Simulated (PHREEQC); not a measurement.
Brackish or sea water: an equilibrium model

A made-up water analysis in mmol/kgw, 25 °C, pH 6.42: Na 67.4; K 0.323; Ca 1.71; Mg 28.4; Cl 102; S(6) 7.83; Alkalinity (meq/kgw) 8.78.

Valence states are taken as typed.

Equilibrium calculation in PHREEQC: Pitzer model, pitzer.dat.

```json
{
 "ionic_strength": "0.165 mol/kgw",
 "specific_conductance": "12100 µS/cm",
 "density": "1.003 g/cm³",
 "osmotic_coefficient": "0.888",
 "charge_balance_error": "0.6 %"
}
```

```csv
species,molality,activity,log γ
Cl-,0.102,0.0746,-0.136
Na+,0.0674,0.0518,-0.114
Mg+2,0.0284,0.00920,-0.489
HCO3-,0.00876,0.00658,-0.125
SO4-2,0.00783,0.00161,-0.686
CO2,0.00539,0.00551,0.010
Ca+2,0.00171,0.000534,-0.505
K+,0.000323,0.000241,-0.127
MgCO3,6.18e-6,6.18e-6,0.000
CO3-2,3.70e-6,7.92e-7,-0.669
H+,4.91e-7,3.80e-7,-0.111
```

This is a speciation only: nothing precipitates in the calculation. Species that the database lacks are ignored.
